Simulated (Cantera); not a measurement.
Mixture: H2 : O2 : N2 = 1 : 0.538 : 2.02 (molar parts), at 5.80 bar, adiabatic and at constant volume. Ignition delay is the time to a rise of 400 K.

Cantera simulation using the H2/O2 subset of GRI-Mech 3.0, which has no nitrogen chemistry; the numbers are that mechanism's predictions, not measurements. The hydrogen kinetics of GRI-Mech 3.0 are dated; newer H2 mechanisms differ, most at raised pressure. Where the delays flatten at high temperature, the 400 K rule measures the pace of heat release, not the induction time.

Question: What does this change do: 0.19 parts H2O added?

Answer: 
| quantity | before | after |
|---|---|---|
| delay at 1225 K | 11.3 µs | 27.2 µs |
| delay at 1425 K | 3.05 µs | 3.50 µs |
| delay at 1625 K | 1.61 µs | 1.74 µs |
| delay at 1825 K | 1.10 µs | 1.16 µs |
| delay at 2025 K | 0.911 µs | 0.948 µs |

Question: What does this change do: pressure from 5.80 bar to 0.890 bar?

Answer: 
```json
[
 {"quantity": "delay at 1225 K", "before": "11.3 µs", "after": "44.1 µs"},
 {"quantity": "delay at 1425 K", "before": "3.05 µs", "after": "21.3 µs"},
 {"quantity": "delay at 1625 K", "before": "1.61 µs", "after": "15.3 µs"},
 {"quantity": "delay at 1825 K", "before": "1.10 µs", "after": "14.9 µs"},
 {"quantity": "delay at 2025 K", "before": "0.911 µs", "after": "17.5 µs"}
]
```
